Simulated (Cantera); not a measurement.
Feed: 1 mol Al2O3, 3.8 mol H2O, equilibrated at 2423 K and 0.100 bar.

Cantera equilibrium calculation (NASA polynomials, part measured and part estimated; ideal gas, pure solids and liquids). Candidate condensed phases: Al, Al2O3, H2O; 19 gas species. Gases not in the tables: Al(OH)3. Rates play no part.

Base state: H2O 0.852, H2 0.0674, OH 0.0348, O2 0.0261, H 0.0146, O 0.00501, AlO2H 0.000109 (mole fractions); condensed: Al2O3(l).

### Question
What changes in the equilibrium state with this change: pressure from 0.100 bar to 1.20 mbar?

### Answer
| species | before | after |
|---|---|---|
| H2O | 0.852 | 0.384 |
| H | 0.0146 | 0.208 |
| H2 | 0.0674 | 0.165 |
| O | 0.00501 | 0.0767 |
| O2 | 0.0261 | 0.0736 |
| OH | 0.0348 | 0.0914 |
| AlO2H | 0.000109 | 0.000666 |
| Al | 2.31e-8 | 2.44e-5 |
| AlO | 1.19e-6 | 0.000232 |
| Al2O3(l), mol | 1.000 | 0.997 |
The tables' values for AlOH are old estimates; treat these amounts as uncertain.
